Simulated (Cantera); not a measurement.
Feed: 1 mol Fe₂O₃, 3.2 mol O₂, 0.13 mol H₂O, 0.11 mol SO₂, equilibrated at 1575 K.

Method: chemical equilibrium by Gibbs-energy minimisation in Cantera with the NASA 1993 tables (ideal gas, pure condensed phases). Candidate condensed phases: Fe, FeO, Fe(OH)₂, Fe(OH)₃, FeS, FeSO₄, FeS₂, Fe₂O₃, Fe₂(SO₄)₃, Fe₃O₄, H₂O, H₂SO₄, S; 22 gas species. Kinetics and transport are ignored.

x: gas mole fraction; n: condensed amount in mol.

```json
[
 {"P (Pa)": "1000", "x O₂": "0.933", "x H₂O": "0.0358", "x SO₂": "0.0304", "x SO₃": "7.63e-5", "x OH": "0.000400", "x O": "0.000103", "x H₂": "…", "n Fe₃O₄(s)": "0.667", "n Fe₂O₃(s)": "0"},
 {"P (Pa)": "2600", "x O₂": "0.933", "x H₂O": "0.0359", "x SO₂": "0.0304", "x SO₃": "0.000123", "x OH": "0.000316", "x O": "6.41e-5", "x H₂": "…", "n Fe₃O₄(s)": "0.667", "n Fe₂O₃(s)": "0"},
 {"P (Pa)": "6700", "x O₂": "0.930", "x H₂O": "0.0377", "x SO₂": "0.0318", "x SO₃": "0.000206", "x OH": "0.000255", "x O": "3.99e-5", "x H₂": "…", "n Fe₃O₄(s)": "0", "n Fe₂O₃(s)": "1.00"},
 {"P (Pa)": "17000", "x O₂": "0.930", "x H₂O": "0.0377", "x SO₂": "0.0317", "x SO₃": "0.000327", "x OH": "0.000202", "x O": "2.50e-5", "x H₂": "…", "n Fe₃O₄(s)": "0", "n Fe₂O₃(s)": "1.00"},
 {"P (Pa)": "45000", "x O₂": "0.930", "x H₂O": "0.0377", "x SO₂": "0.0315", "x SO₃": "0.000528", "x OH": "0.000158", "x O": "1.54e-5", "x H₂": "…", "n Fe₃O₄(s)": "0", "n Fe₂O₃(s)": "1.00"},
 {"P (Pa)": "120000", "x O₂": "0.930", "x H₂O": "0.0377", "x SO₂": "0.0311", "x SO₃": "0.000854", "x OH": "0.000124", "x O": "9.43e-6", "x H₂": "…", "n Fe₃O₄(s)": "0", "n Fe₂O₃(s)": "1.00"},
 {"P (Pa)": "300000", "x O₂": "0.930", "x H₂O": "0.0378", "x SO₂": "0.0307", "x SO₃": "0.00133", "x OH": "9.87e-5", "x O": "5.96e-6", "x H₂": "…", "n Fe₃O₄(s)": "0", "n Fe₂O₃(s)": "1.00"},
 {"P (Pa)": "770000", "x O₂": "0.930", "x H₂O": "0.0378", "x SO₂": "0.0299", "x SO₃": "0.00208", "x OH": "7.80e-5", "x O": "3.72e-6", "x H₂": "…", "n Fe₃O₄(s)": "0", "n Fe₂O₃(s)": "1.00"},
 {"P (Pa)": "2000000", "x O₂": "0.930", "x H₂O": "0.0378", "x SO₂": "0.0288", "x SO₃": "0.00323", "x OH": "6.15e-5", "x O": "2.31e-6", "x H₂": "…", "n Fe₃O₄(s)": "0", "n Fe₂O₃(s)": "1.00"}
]
```

### Question
Complete the blanks.

### Answer

- 1000, x H₂: 1.83e-6
- 2600, x H₂: 1.13e-6
- 6700, x H₂: 7.42e-7
- 17000, x H₂: 4.66e-7
- 45000, x H₂: 2.87e-7
- 120000, x H₂: 1.76e-7
- 300000, x H₂: 1.11e-7
- 770000, x H₂: 6.95e-8
- 2000000, x H₂: 4.31e-8
